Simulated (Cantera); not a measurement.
An isothermal, constant-pressure homogeneous reactor starts with C₂H₆ : N₂ = 1 : 1.8 (molar parts), at 1848 K and 10.00 Torr.

Cantera simulation using GRI-Mech 3.0 (53 species, 325 reactions); the numbers are that mechanism's predictions, not measurements. GRI-Mech 3.0 stops at C3 and has no aromatics, soot or wall deposition, so with more carbon than oxygen in the feed, carbon stays in small species such as C2H2 where larger ones or solid carbon would form. Radical loss at walls, strong at low pressure, is not modelled.

**Question.** Predict: x(H) at 90.0 s; x(H₂) at 90.0 s; x(C₂H₂) at 90.0 s; x(CH₄) at 90.0 s.

**Answer.** 
```json
{
  "x(H) at 90.0 s": "0.00298 (gas-phase equilibrium 0.00298)",
  "x(H₂) at 90.0 s": "0.414 (gas-phase equilibrium 0.414)",
  "x(C₂H₂) at 90.0 s": "0.208 (gas-phase equilibrium 0.142)",
  "x(CH₄) at 90.0 s": "6.27e-5 (gas-phase equilibrium 5.46e-5)"
}
```
